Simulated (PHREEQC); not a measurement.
Dissolve 0.14 mol/kgw SrCl2 and 2.7e-06 mol/kgw H4SiO4 at 15 °C. Closed to the air; pH follows from the charge balance.

Equilibrium calculation in PHREEQC: ion-association model, wateq4f.dat.

Each row changes one thing in this solution. This is a speciation only: nothing precipitates in the calculation.

| case | pH | H3SiO4- (mol/kgw) | SI of Quartz (SiO2) |
|---|---|---|---|
| as made | 7.05 | 5.12e-9 | -1.39 |
| H4SiO4 from 2.7e-06 to 4.05e-06 mol/kgw | 7.05 | 7.59e-9 | -1.21 |
| temperature from 15 to 45 °C | 6.65 | 5.54e-9 | ? |
| SrCl2 from 0.14 to 0.126 mol/kgw | ? | 5.08e-9 | -1.39 |
| temperature from 15 to 50 °C | ? | 5.49e-9 | -1.88 |
| SrCl2 left out | 7.16 | 3.97e-9 | ? |
| diluted 10-fold with water | 7.15 | 4.67e-10 | -2.43 |
| temperature from 15 to 25 °C | 6.92 | 5.49e-9 | ? |

Question: Complete the blanks.

Answer: 
- temperature from 15 to 45 °C, SI of Quartz (SiO2): -1.82
- SrCl2 from 0.14 to 0.126 mol/kgw, pH: 7.06
- temperature from 15 to 50 °C, pH: 6.59
- SrCl2 left out, SI of Quartz (SiO2): -1.44
- temperature from 15 to 25 °C, SI of Quartz (SiO2): -1.54

Constants without temperature data keep their 25 °C values here.
